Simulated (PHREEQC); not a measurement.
1 kg of water holding 0.04 mol NaCl, 0.0093 mol CaCl2, 0.24 mol MgCl2, 0.052 mol KCl and 0.007 mol SrCl2 is evaporated at 25 °C; the solids stay in contact with the brine. No CO2 enters from the air. Only these solids could form: Bischofite, Brucite, Carnallite, Halite, Portlandite, Sylvite, MgCl2_4H2O.

The series has 17 steps of water left (kg), from 1 to 0.03791.

The numbers come from PHREEQC with the Pitzer model, pitzer.dat.

Task: Which solids form, in which order, and at which step of the series does each first stand?

Result: Halite from water left = 0.06418 kg; Sylvite from water left = 0.06418 kg, last present at water left = 0.06418 kg; Carnallite from water left = 0.04869 kg.
